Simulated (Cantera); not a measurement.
An isothermal, constant-pressure homogeneous reactor starts with 0.859 % H2, 78.1 % O2, 21.1 % N2, equivalence ratio 0.0055, at 1400 K and 0.0132 atm.

Detailed kinetics in Cantera: the H2/O2 subset of GRI-Mech 3.0, which has no nitrogen chemistry. Radical loss at walls, strong at low pressure, is not modelled.

x: mole fraction; the columns are a selection and need not sum to one.

```
t (s)        x H2   x O2    x HO2       x O    x H2O2      x OH
--------  -------  -----  -------  --------  --------  --------
1.00e-5   0.00859  0.781  1.57e-9  2.76e-10    <1e-12  2.75e-10
5.47e-5   0.00859  0.781  8.57e-9   5.17e-9    <1e-12       [?]
0.000299  0.00859  0.781  4.68e-8   6.10e-8  2.04e-11       [?]
0.00164   0.00858  0.781  2.56e-7   4.25e-6  4.34e-10       [?]
0.00894   4.31e-5  0.772  3.62e-7   0.00745   8.70e-9   0.00116
0.0489    3.39e-5  0.773  3.41e-7   0.00691   8.13e-9   0.00109
0.267     2.34e-5  0.775  2.81e-7   0.00468   7.12e-9       [?]
1.46      6.14e-6  0.778  1.29e-7   0.00119   3.84e-9       [?]
8.00      5.13e-7  0.780  2.69e-8   9.77e-5  7.53e-10       [?]
```

Task: Some entries are withheld; supply them.

Result: 
- 5.47e-5, x OH: 5.07e-9
- 0.000299, x OH: 5.56e-8
- 0.00164, x OH: 3.58e-6
- 0.267, x OH: 0.000907
- 1.46, x OH: 0.000466
- 8.00, x OH: 0.000135
